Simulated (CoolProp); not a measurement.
A simple Rankine cycle with n-perfluorohexane: condensing at 292.15 K, boiler at 0.138 MPa, turbine inlet 341.7 K, turbine efficiency 0.7, pump efficiency 0.8, no recuperator. Each further row changes one setting.

The numbers come from the reference Helmholtz-energy equation of state, Gao 2022 in CoolProp.

```
case                             thermal efficiency (%)  net work (kJ/kg)  heat in (kJ/kg)  turbine exit temperature (K)  volume ratio over the turbine
-------------------------------  ----------------------  ----------------  ---------------  ----------------------------  -----------------------------
as stated                                           7.4              9.91              135                         328.1                           6.30
turbine inlet 361.7 K                               6.9              10.6              153                         348.0                           6.23
condensing temperature 284.15 K                     8.4              12.0              143                         325.5                           9.20
boiler pressure 0.0966 MPa                          6.0              8.10              135                         331.0                           4.34
turbine efficiency 0.6                              6.3              8.48              135                         329.7                           6.34
```
